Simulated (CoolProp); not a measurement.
Saturation properties of R236FA.

Values from CoolProp's reference Helmholtz-energy equation of state, Pan 2012.

```tsv
T (K)	p (MPa)	vapour density (kg/m³)	enthalpy of vaporisation (kJ/kg)	liquid cp (kJ/(kg K))	liquid conductivity (mW/(m K))
197.5	0.001021	0.09471	195.6	1.174	106
208.9	0.002710	0.2380	189.7	1.166	102
220.2	0.006302	0.5265	184.2	1.162	97.9
231.6	0.01332	1.063	178.7	1.162	93.9
243	0.02582	1.977	173.3	1.167	90.1
254.3	0.04630	3.420	167.9	1.174	86.4
265.7	0.07853	5.623	162.4	1.186	82.8
277	0.1259	8.787	156.7	1.201	79.3
288.4	0.1938	13.26	150.7	1.219	75.9
299.7	0.2863	19.33	144.4	1.241	72.6
311.1	0.4106	27.54	137.6	1.268	69.4
322.5	0.5722	38.44	130.3	1.301	66.2
333.8	0.7760	52.70	122.2	1.342	63.0
345.2	1.033	71.73	113.1	1.397	59.8
356.5	1.347	97.02	102.7	1.474	56.6
```

It boils at 271.7 K under 1 atm.

Thermal conductivity comes from a separate model (Huber 2003), an estimate that may be off by 10 % or more.
